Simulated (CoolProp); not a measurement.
Vapour-liquid equilibrium of p-xylene (1) + n-nonane (2) at 0.0704 MPa; x and y are mole fractions of (1).

Computed with CoolProp (multi-fluid Helmholtz-energy mixture model, Zhou 2012 and Lemmon 2006; pair parameters Bell 2016).

```json
[
 {"x": "0.05", "bubble temperature, mixture model (K)": "409.8", "bubble temperature, Raoult's law (K)": "410.0", "y, mixture model": "0.072", "y, Raoult's law": "0.069"},
 {"x": "0.2", "bubble temperature, mixture model (K)": "407.5", "bubble temperature, Raoult's law (K)": "407.9", "y, mixture model": "0.264", "y, Raoult's law": "0.261"},
 {"x": "0.35", "bubble temperature, mixture model (K)": "405.5", "bubble temperature, Raoult's law (K)": "405.9", "y, mixture model": "0.431", "y, Raoult's law": "0.433"},
 {"x": "0.5", "bubble temperature, mixture model (K)": "403.7", "bubble temperature, Raoult's law (K)": "404.1", "y, mixture model": "0.581", "y, Raoult's law": "0.588"},
 {"x": "0.65", "bubble temperature, mixture model (K)": "402.0", "bubble temperature, Raoult's law (K)": "402.3", "y, mixture model": "0.719", "y, Raoult's law": "0.727"},
 {"x": "0.8", "bubble temperature, mixture model (K)": "400.4", "bubble temperature, Raoult's law (K)": "400.5", "y, mixture model": "0.846", "y, Raoult's law": "0.852"},
 {"x": "0.95", "bubble temperature, mixture model (K)": "398.9", "bubble temperature, Raoult's law (K)": "398.9", "y, mixture model": "0.963", "y, Raoult's law": "0.965"}
]
```

The largest gap from Raoult's law is -0.4 K in bubble temperature, at x = 0.35. No azeotrope shows between x = 0.05 and 0.95.

Pair parameters are fitted to limited data, so mixtures are less certain than the pure fluids.
